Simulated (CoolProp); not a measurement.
Vapour pressure (MPa) of dodecamethylpentasiloxane (MD3M): the reference equation beside estimates from Tc = 354.9 °C, pc = 0.9540 MPa, ω = 0.730. Clausius-Clapeyron is anchored at 82.35 °C with a constant enthalpy of vaporisation of 61.04 kJ/mol.

Model: reference Helmholtz-energy equation of state, Thol 2019, in CoolProp.

```csv
T (°C),reference,Lee-Kesler,Clausius-Clapeyron,van der Waals,Soave-Redlich-Kwong,Peng-Robinson
82.35,0.0004453,0.0004815,0.0004453,0.05873,0.0004722,0.0005529
90.35,0.0006997,0.0007452,0.0007015,0.06713,0.0007332,0.0008452
98.45,0.001077,0.001132,0.001089,0.07645,0.001117,0.001269
106.45,(withheld),0.001674,0.001652,0.08648,0.001656,0.001856
114.45,0.002351,0.002424,0.002463,0.09737,0.002403,0.002661
122.55,0.003380,0.003458,0.003629,(withheld),0.003436,0.003762
130.55,0.004746,0.004825,0.005242,0.1220,0.004804,(withheld)
138.55,(withheld),0.006620,0.007464,0.1357,0.006604,0.007089
```

Question: What belongs in the gaps?

Answer: 
- 106.45, reference: 0.001609
- 122.55, van der Waals: 0.1093
- 130.55, Peng-Robinson: 0.005206
- 138.55, reference: 0.006545

Absolute difference from the reference over all 8 rows, mean and median: Lee-Kesler 4.0 and 3.6 %, Clausius-Clapeyron 5.1 and 3.7 %, van der Waals 5809.4 and 4658.2 %, Soave-Redlich-Kwong 2.9 and 2.6 %, Peng-Robinson 15.1 and 14.3 %.
